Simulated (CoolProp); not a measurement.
Vapour-liquid equilibrium of n-hexane (1) + toluene (2) at 50.35 °C; x and y are mole fractions of (1).

Computed with CoolProp (multi-fluid Helmholtz-energy mixture model, Thol 2019 and Lemmon 2006; pair parameters Bell 2016).

| x | bubble pressure, mixture model (bar) | bubble pressure, Raoult's law (bar) | y, mixture model | y, Raoult's law |
|---|---|---|---|---|
| 0.05 | 0.1603 | 0.1459 | 0.258 | 0.188 |
| 0.125 | 0.2069 | 0.1776 | 0.465 | 0.385 |
| 0.2 | ___ | 0.2093 | 0.584 | 0.523 |
| 0.275 | 0.2828 | 0.2410 | 0.664 | 0.625 |
| 0.35 | 0.3150 | 0.2727 | 0.722 | 0.703 |
| 0.425 | 0.3446 | 0.3044 | 0.769 | 0.764 |
| 0.5 | 0.3725 | 0.3361 | 0.807 | 0.814 |
| 0.575 | 0.3992 | 0.3678 | 0.841 | 0.856 |
| 0.65 | 0.4252 | 0.3995 | 0.872 | 0.891 |
| 0.725 | ___ | 0.4312 | 0.901 | 0.920 |
| 0.8 | 0.4768 | 0.4630 | 0.929 | 0.946 |
| 0.875 | 0.5029 | 0.4947 | 0.955 | 0.968 |
| 0.95 | 0.5295 | 0.5264 | ___ | 0.988 |

Q: Fill in the missing entries.

A: 
- 0.2, bubble pressure, mixture model (bar): 0.2472
- 0.725, bubble pressure, mixture model (bar): 0.4510
- 0.95, y, mixture model: 0.982

The largest gap from Raoult's law is +18.1 % in bubble pressure, at x = 0.2. No azeotrope shows between x = 0.05 and 0.95.

The pair parameters rest on a limited set of measurements; away from them the model extrapolates.
